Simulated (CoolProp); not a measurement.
Saturation properties of isopentane (Tc = 187.2 °C, pc = 33.78 bar, ω = 0.227).

The numbers come from the reference Helmholtz-energy equation of state, Lemmon 2006 in CoolProp. It is a short technical equation, of lower accuracy than the large ones.

| T (°C) | p (bar) | liquid density (kg/m³) | vapour Z | surface tension (mN/m) |
|---|---|---|---|---|
| 19.25 | 0.7458 | 620.8 | 0.9644 | 15.1 |
| 25.55 | 0.9359 | 614.4 | 0.9583 | 14.4 |
| 31.85 | 1.162 | 607.9 | 0.9515 | 13.7 |
| 38.15 | 1.428 | 601.3 | 0.9440 | 13.0 |
| 44.45 | 1.740 | 594.6 | 0.9357 | 12.4 |
| 50.75 | 2.101 | 587.8 | 0.9267 | 11.7 |
| 57.05 | 2.516 | 580.8 | 0.9169 | 11.1 |
| 63.25 | 2.984 | 573.8 | 0.9065 | 10.4 |
| 69.55 | 3.523 | 566.5 | 0.8951 | 9.80 |
| 75.85 | 4.132 | 558.9 | 0.8828 | 9.17 |
| 82.15 | 4.817 | 551.2 | 0.8696 | 8.55 |
| 88.45 | 5.584 | 543.2 | 0.8555 | 7.93 |

It boils at 27.8 °C under 1 atm.

Surface tension comes from a separate correlation (Mulero 2012).
